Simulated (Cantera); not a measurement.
## Equilibrium for silicon carbide growth: (CH₃)₂SiCl₂ + C₂H₂ + H₂

Charge: 1 mol (CH₃)₂SiCl₂, 0.91 mol C₂H₂, 1.9 mol H₂, equilibrated at 948.15 K and 750 Torr.

Equilibrium computed with Cantera from the NASA thermochemical tables; the gas is ideal and each condensed phase is pure. Candidate condensed phases: C, C₆H₆, C₇H₈, C₈H₁₈, Si, SiC; 109 gas species. The feed counts by its element totals alone. The tables' values for SiCl₃ are old estimates; treat these amounts as uncertain. The numbers say what is thermodynamically allowed, not how fast it happens.

```json
{
 "x(H₂)": "0.773",
 "x(CH₄)": "0.102",
 "x(SiCl₄)": "0.0704",
 "x(HCl)": "0.0491",
 "x(SiHCl₃)": "0.00499",
 "x(SiCl₃)": "4.89e-5",
 "x(SiH₂Cl₂)": "3.59e-5",
 "x(C₂H₆)": "1.48e-6",
 "x(SiCl₂)": "1.15e-6",
 "n(C(graphite))": "2.66 mol",
 "n(SiC(s))": "0.564 mol",
 "gas_amount": "5.782 mol",
 "log10 activity of Si(s) (absent)": "-3.62"
}
```
